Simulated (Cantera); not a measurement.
Input: 1 mol PbI2, 2.2 mol N2, at 1798 K and 22.0 mbar.

These are equilibrium values from Cantera (NASA tables, ideal gas, pure condensed phases), not measurements of a reactor. Candidate condensed phases: I2, Pb, PbI2; 9 gas species. Rates play no part.

Base state: N2 0.441, I 0.358, Pb 0.161, PbI 0.0370, PbI2 0.00299, I2 0.000235 (mole fractions); condensed: gas only.

Q: What changes in the equilibrium state with this change: pressure from 22.0 mbar to 2.00 mbar?

A: 
```
species    before    after
-------  --------  -------
N2          0.441    0.425
I           0.358    0.382
Pb          0.161    0.189
PbI        0.0370  0.00422
PbI2      0.00299  3.31e-5
I2       0.000235  2.43e-5
```

Q: What changes in the equilibrium state with this change: pressure from 22.0 mbar to 0.110 Pa?

A: 
```json
[
 {"species": "N2", "before": "0.441", "after": "0.423"},
 {"species": "I", "before": "0.358", "after": "0.385"},
 {"species": "Pb", "before": "0.161", "after": "0.192"},
 {"species": "PbI", "before": "0.0370", "after": "2.38e-6"},
 {"species": "PbI2", "before": "0.00299", "after": "<1e-9"},
 {"species": "I2", "before": "0.000235", "after": "1.36e-8"}
]
```

Q: What changes in the equilibrium state with this change: temperature from 1798 K to 1748 K?

A: 
| species | before | after |
|---|---|---|
| N2 | 0.441 | 0.449 |
| I | 0.358 | 0.347 |
| Pb | 0.161 | 0.149 |
| PbI | 0.0370 | 0.0489 |
| PbI2 | 0.00299 | 0.00582 |
| I2 | 0.000235 | 0.000298 |
